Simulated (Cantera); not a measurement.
What does this Cantera script print?

```python
import numpy as np
import cantera as ct

gas = ct.Solution("gri30.yaml")
gas.TPX = 1773, 100000, {'CH4': 1, 'H2': 50, 'N2': 1}
reactor = ct.IdealGasConstPressureReactor(gas, energy="off", clone=False)
net = ct.ReactorNet([reactor])
net.rtol, net.atol = 1e-08, 1e-18
show = ['CH4', 'H2', 'C2H2', 'H', 'C2H6', 'CH3']
times = np.geomspace(1e-06, 4, 12)

steps = ct.SolutionArray(gas, extra=["t"])
rows = []
print(f"{'t/s':>10s}{'T/K':>9s}{'P/Pa':>11s}" + "".join(f"{s:>11s}" for s in show))
for t in times:
    while net.time < t:
        t_next = net.step()
        steps.append(gas.state, t=t_next)
    rows.append([np.interp(t, steps.t, y) for y in (steps.T, steps.P, *steps(*show).X.T)])
    print(f"{t:10.3e}{rows[-1][0]:9.1f}{rows[-1][1]:11.4g}" + "".join(f"{x:11.3e}" for x in rows[-1][2:]))
rate = np.gradient(steps.T, steps.t)
print("integrator steps:", len(steps.t))
if steps.T.max() > steps.T[0] + 200:
    print(f"time of steepest temperature rise: {steps.t[rate.argmax()]:.4e} s")
gas.TPX = 1773, 100000, {'CH4': 1, 'H2': 50, 'N2': 1}
gas.equilibrate("TP")
print(f"equilibrium (TP): T = {gas.T:.1f} K  " + "  ".join(f"{s} {gas[s].X[0]:.3e}" for s in show))
```

Output:

```
       t/s      T/K       P/Pa        CH4         H2       C2H2          H       C2H6        CH3
 1.000e-06   1773.0      1e+05  1.923e-02  9.615e-01  4.943e-17  1.182e-06  1.515e-12  6.769e-07
 3.983e-06   1773.0      1e+05  1.923e-02  9.615e-01  1.552e-14  5.118e-06  6.644e-11  2.283e-06
 1.586e-05   1773.0      1e+05  1.922e-02  9.615e-01  4.832e-12  2.080e-05  3.306e-09  8.611e-06
 6.318e-05   1773.0      1e+05  1.920e-02  9.615e-01  2.221e-09  8.091e-05  1.284e-07  3.280e-05
 2.516e-04   1773.0      1e+05  1.912e-02  9.613e-01  1.108e-06  2.298e-04  1.309e-06  9.230e-05
 1.002e-03   1773.0      1e+05  1.898e-02  9.613e-01  4.707e-05  2.744e-04  1.793e-06  1.093e-04
 3.991e-03   1773.0      1e+05  1.847e-02  9.616e-01  2.899e-04  2.747e-04  1.705e-06  1.065e-04
 1.590e-02   1773.0      1e+05  1.672e-02  9.625e-01  1.138e-03  2.755e-04  1.414e-06  9.653e-05
 6.331e-02   1773.0      1e+05  1.226e-02  9.649e-01  3.287e-03  2.777e-04  8.092e-07  7.119e-05
 2.522e-01   1773.0      1e+05  6.938e-03  9.677e-01  5.850e-03  2.808e-04  3.392e-07  4.064e-05
 1.004e+00   1773.0      1e+05  5.471e-03  9.685e-01  6.556e-03  2.820e-04  2.587e-07  3.215e-05
 4.000e+00   1773.0      1e+05  5.460e-03  9.685e-01  6.561e-03  2.820e-04  2.582e-07  3.209e-05
integrator steps: 715
equilibrium (TP): T = 1773.0 K  CH4 4.520e-03  H2 9.690e-01  C2H2 4.487e-03  H 2.820e-04  C2H6 1.768e-07  CH3 2.656e-05
```

Model: GRI-Mech 3.0 (53 species, 325 reactions), integrated in Cantera. GRI-Mech 3.0 stops at C3 and has no aromatics, soot or wall deposition, so with more carbon than oxygen in the feed, carbon stays in small species such as C2H2 where larger ones or solid carbon would form.
